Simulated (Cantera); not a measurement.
# N2O furnace oxynitridation

An isothermal, constant-pressure homogeneous reactor starts with N₂O : H₂O : N₂ = 1 : 0.09 : 0.034 (molar parts), at 1350 K and 1330 Pa.

Detailed kinetics in Cantera: GRI-Mech 3.0 (53 species, 325 reactions). GRI-Mech 3.0 was tuned for natural gas; its chemistry of N2O as a main component is partial and can be far from experiment. Radical loss at walls, strong at low pressure, is not modelled. The mechanism lacks the step 2 NO + O2 → 2 NO2, which can matter for NO2 below about 1400 K. The temperature is held fixed by assumption; the heat of reaction is taken as removed at once.

```tsv
t (s)	x N₂O	x H₂O	x H₂	x NO	x O₂
0.000300	0.890	0.0801	2.75e-11	2.26e-6	5.43e-6
0.000783	0.890	0.0801	8.47e-10	1.01e-5	2.43e-5
0.00204	0.889	0.0800	1.46e-8	3.42e-5	8.27e-5
0.00533	0.889	0.0800	1.39e-7	9.71e-5	0.000241
0.0139	0.887	0.0799	6.70e-7	0.000256	0.000689
0.0363	0.883	0.0798	1.46e-6	0.000650	0.00190
0.0949	0.872	0.0795	1.48e-6	0.00163	0.00502
0.248	0.845	0.0788	9.89e-7	0.00411	0.0130
0.646	0.780	0.0770	7.31e-7	0.0102	0.0323
1.69	0.639	0.0731	6.53e-7	0.0236	0.0742
4.40	0.399	0.0664	7.22e-7	0.0462	0.146
11.5	0.138	0.0592	9.80e-7	0.0702	0.225
30.0	0.0124	0.0557	1.07e-6	0.0810	0.263
```
x: mole fraction; the columns are a selection and need not sum to one.

Equilibrium at this temperature and pressure: N₂O 3.98e-9, H₂O 0.0554, H₂ 1.78e-7, NO 0.000592, O₂ 0.308 (gas phase only).
